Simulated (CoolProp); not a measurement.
Propyne along the isotherm 474 K: Z from the reference equation and from simpler models built on Tc = 402.7 K, pc = 5.658 MPa, ω = 0.204; each cubic takes its own stable root.

Values from CoolProp's reference Helmholtz-energy equation of state, Polt 1992. This equation is an older, rougher fit.

```tsv
p (MPa)	phase	reference	Pitzer virial	Redlich-Kwong
0.218	gas	0.9920	0.9924	0.9919
0.435	gas	0.9839	0.9849	0.9837
0.653	gas	0.9758	0.9773	0.9754
0.87	gas	0.9677	0.9698	0.9671
1.09	gas	0.9595	0.9621	0.9587
1.31	gas	0.9512	0.9545	0.9502
1.52	gas	0.9432	0.9472	0.9420
1.74	gas	0.9348	0.9395	0.9334
1.96	gas	0.9264	0.9319	0.9247
2.18	gas	0.9179	0.9242	0.9159
2.39	gas	0.9098	0.9169	0.9075
2.61	gas	0.9012	0.9093	0.8986
2.83	gas	0.8926	0.9016	0.8896
```
